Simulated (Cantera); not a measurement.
Input (Python, Cantera):

```python
import numpy as np
import cantera as ct

gas = ct.Solution("h2o2.yaml")
gas.TPX = 1200, 2666, {'H2': 0.0022, 'O2': 1}
reactor = ct.IdealGasConstPressureReactor(gas, energy="off", clone=False)
net = ct.ReactorNet([reactor])
net.rtol, net.atol = 1e-08, 1e-18
show = ['H2', 'O2', 'H2O', 'H2O2', 'O', 'H', 'HO2']
times = np.geomspace(0.0006, 3, 9)

steps = ct.SolutionArray(gas, extra=["t"])
rows = []
print(f"{'t/s':>10s}{'T/K':>9s}{'P/Pa':>11s}" + "".join(f"{s:>11s}" for s in show))
for t in times:
    while net.time < t:
        t_next = net.step()
        steps.append(gas.state, t=t_next)
    rows.append([np.interp(t, steps.t, y) for y in (steps.T, steps.P, *steps(*show).X.T)])
    print(f"{t:10.3e}{rows[-1][0]:9.1f}{rows[-1][1]:11.4g}" + "".join(f"{x:11.3e}" for x in rows[-1][2:]))
rate = np.gradient(steps.T, steps.t)
print("integrator steps:", len(steps.t))
if steps.T.max() > steps.T[0] + 200:
    print(f"time of steepest temperature rise: {steps.t[rate.argmax()]:.4e} s")
gas.TPX = 1200, 2666, {'H2': 0.0022, 'O2': 1}
gas.equilibrate("TP")
print(f"equilibrium (TP): T = {gas.T:.1f} K  " + "  ".join(f"{s} {gas[s].X[0]:.3e}" for s in show))
```

Result:

```
       t/s      T/K       P/Pa         H2         O2        H2O       H2O2          O          H        HO2
 6.000e-04   1200.0       2666  2.195e-03  9.978e-01  1.008e-09  2.526e-13  3.227e-09  1.795e-10  2.429e-09
 1.740e-03   1200.0       2666  2.195e-03  9.978e-01  1.266e-08  2.035e-12  1.896e-08  6.047e-10  7.096e-09
 5.045e-03   1200.0       2666  2.194e-03  9.978e-01  5.035e-07  1.598e-11  5.071e-07  1.341e-08  2.333e-08
 1.463e-02   1200.0       2666  8.897e-04  9.966e-01  1.069e-03  4.205e-08  1.006e-03  3.540e-05  9.272e-07
 4.243e-02   1200.0       2666  2.020e-06  9.960e-01  2.101e-03  7.573e-09  1.721e-03  1.827e-05  4.011e-07
 1.230e-01   1200.0       2666  1.415e-06  9.965e-01  2.119e-03  7.066e-09  1.213e-03  1.084e-05  3.342e-07
 3.568e-01   1200.0       2666  6.615e-07  9.972e-01  2.146e-03  5.750e-09  5.642e-04  3.458e-06  2.210e-07
 1.035e+00   1200.0       2666  1.810e-07  9.976e-01  2.171e-03  3.277e-09  1.546e-04  4.990e-07  1.034e-07
 3.000e+00   1200.0       2666  3.377e-08  9.978e-01  2.186e-03  1.066e-09  2.910e-05  4.097e-08  3.397e-08
integrator steps: 1112
equilibrium (TP): T = 1200.0 K  H2 1.723e-10  O2 9.978e-01  H2O 2.197e-03  H2O2 8.584e-12  O 1.543e-07  H 1.597e-11  HO2 2.585e-09
```

Computed with Cantera and the H2/O2 subset of GRI-Mech 3.0, which has no nitrogen chemistry. Radical loss at walls, strong at low pressure, is not modelled.
